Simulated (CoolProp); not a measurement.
Properties of n-perfluorobutane along the isobar 6.76 MPa.

Values from CoolProp's reference Helmholtz-energy equation of state, Gao 2022.

| T (K) | phase | cv (kJ/(kg K)) | Joule-Thomson coefficient (K/MPa) |
|---|---|---|---|
| 333.6 | liquid | 0.9144 | -0.06731 |
| 341.3 | liquid | 0.9204 | -0.02250 |
| 349.1 | liquid | 0.9264 | 0.03129 |
| 356.9 | liquid | 0.9321 | 0.09543 |
| 364.6 | liquid | 0.9376 | 0.1712 |
| 372.4 | liquid | 0.9432 | 0.2635 |
| 380.1 | liquid | 0.9485 | 0.3734 |
| 387.9 | supercritical | 0.9538 | 0.5080 |
| 395.7 | supercritical | 0.9591 | 0.6709 |
| 403.4 | supercritical | 0.9642 | 0.8649 |
| 411.2 | supercritical | 0.9692 | 1.100 |
| 419 | supercritical | 0.9740 | 1.377 |
| 426.7 | supercritical | 0.9784 | 1.688 |
| 434.5 | supercritical | 0.9823 | 2.024 |
| 442.2 | supercritical | 0.9856 | 2.354 |
| 450 | supercritical | 0.9883 | 2.655 |
